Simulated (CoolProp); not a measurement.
Vapour-liquid equilibrium of n-hexane (1) + o-xylene (2) at 317.2 K; x and y are mole fractions of (1).

Values from CoolProp's multi-fluid Helmholtz-energy mixture model, Thol 2019 and Zhou 2012; pair parameters Bell 2016.

```json
[
 {"x": "0.05", "bubble pressure (MPa)": "0.005149", "y at the bubble point": "___", "dew pressure at overall composition x (MPa)": "0.002667", "liquid density (mol/L)": "8.070"},
 {"x": "0.2", "bubble pressure (MPa)": "0.01238", "y at the bubble point": "0.832", "dew pressure at overall composition x (MPa)": "0.003141", "liquid density (mol/L)": "7.978"},
 {"x": "0.35", "bubble pressure (MPa)": "0.01883", "y at the bubble point": "0.908", "dew pressure at overall composition x (MPa)": "0.003819", "liquid density (mol/L)": "7.882"},
 {"x": "0.5", "bubble pressure (MPa)": "0.02471", "y at the bubble point": "0.944", "dew pressure at overall composition x (MPa)": "0.004869", "liquid density (mol/L)": "7.780"},
 {"x": "0.65", "bubble pressure (MPa)": "___", "y at the bubble point": "0.966", "dew pressure at overall composition x (MPa)": "0.006711", "liquid density (mol/L)": "___"},
 {"x": "0.8", "bubble pressure (MPa)": "___", "y at the bubble point": "0.982", "dew pressure at overall composition x (MPa)": "0.01077", "liquid density (mol/L)": "7.557"},
 {"x": "0.95", "bubble pressure (MPa)": "0.04146", "y at the bubble point": "___", "dew pressure at overall composition x (MPa)": "0.02613", "liquid density (mol/L)": "7.436"}
]
```

Question: Complete the blanks.

Answer: 
- 0.05, y at the bubble point: 0.530
- 0.65, bubble pressure (MPa): 0.03026
- 0.65, liquid density (mol/L): 7.672
- 0.8, bubble pressure (MPa): 0.03575
- 0.95, y at the bubble point: 0.996

No azeotrope shows between x = 0.05 and 0.95.

The pair parameters rest on a limited set of measurements; away from them the model extrapolates.
